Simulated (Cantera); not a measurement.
A closed system holds: 1 mol Si, 0.042 mol CO2, 470 mol N2, at 0.000120 bar.

These are equilibrium values from Cantera (NASA tables, ideal gas, pure condensed phases), not measurements of a reactor. Candidate condensed phases: C, Si, SiC, SiO2, Si2N2O, Si3N4; 34 gas species. N2 is the only nitrogen source here; it is nearly inert below about 1500 K, so the nitride shown seldom forms there in practice. Mutual solubility and eutectic melting of coexisting phases are not modelled. Equilibrium is a limit: real reactors are often held back by kinetics, nucleation or transport.

**Question.** What share of the Si ends up in condensed phases as a function of T (°C), at 1100, 1150, 1200, 1250, 1300, 1350, 1400, 1450, 1500, 1550, 1600, 1650, 1700, 1750?

**Answer.** 
| T (°C) | Si condensed (%) | as |
|---|---|---|
| 1100 | 96.6 | Si2N2O(s) + Si3N4(s) |
| 1150 | 94.6 | SiC(s) + Si3N4(s) |
| 1200 | 92.0 | SiC(s) + Si3N4(s) |
| 1250 | 86.7 | SiC(s) + Si3N4(s) |
| 1300 | 69.1 | Si(s) + SiC(s) |
| 1350 | 27.3 | Si(s) + SiC(s) |
| 1400 | 2.5 | SiC(s) |
| 1450 | 0.0 | - |
| 1500 | 0.0 | - |
| 1550 | 0.0 | - |
| 1600 | 0.0 | - |
| 1650 | 0.0 | - |
| 1700 | 0.0 | - |
| 1750 | 0.0 | - |
